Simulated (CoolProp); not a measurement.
Model: reference Helmholtz-energy equation of state, Span 2000, in CoolProp.

For nitrogen, give the phase and the cp (kJ/(kg K)) at 344 K and 4.74 MPa; 443.6 K and 4.74 MPa.


- 344 K and 4.74 MPa: supercritical; cp 1.09
- 443.6 K and 4.74 MPa: supercritical; cp 1.08
